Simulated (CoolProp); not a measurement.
Computed with CoolProp (reference Helmholtz-energy equation of state, Lemmon 2006). It is a short technical equation, of lower accuracy than the large ones.

Task: Give the vapour pressure (kPa), liquid density (kg/m³), vapour density (kg/m³), liquid cp (kJ/(kg K)) of saturated neopentane at 36.25, 120.25 °C.

Result: 
```tsv
T (°C)	p (kPa)	liquid density (kg/m³)	vapour density (kg/m³)	liquid cp (kJ/(kg K))
36.25	242	572	7.39	2.38
120.25	1640	446	53.4	3.20
```
